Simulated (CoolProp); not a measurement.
Vapour-liquid equilibrium of cyclohexane (1) + toluene (2) at 1.53 MPa; x and y are mole fractions of (1).

The numbers come from the multi-fluid Helmholtz-energy mixture model, Zhou 2014 and Lemmon 2006; pair parameters Bell 2016 in CoolProp.

Q: Give the bubble temperature and the first vapour's composition at x = 0.05, 0.25, 0.45. Is there an azeotrope?

A: x = 0.05: 241.2 °C, y = 0.077; x = 0.25: 231.2 °C, y = 0.339; x = 0.45: 223.3 °C, y = 0.548. No azeotrope shows between x = 0.05 and 0.95.

The pair parameters rest on a limited set of measurements; away from them the model extrapolates.
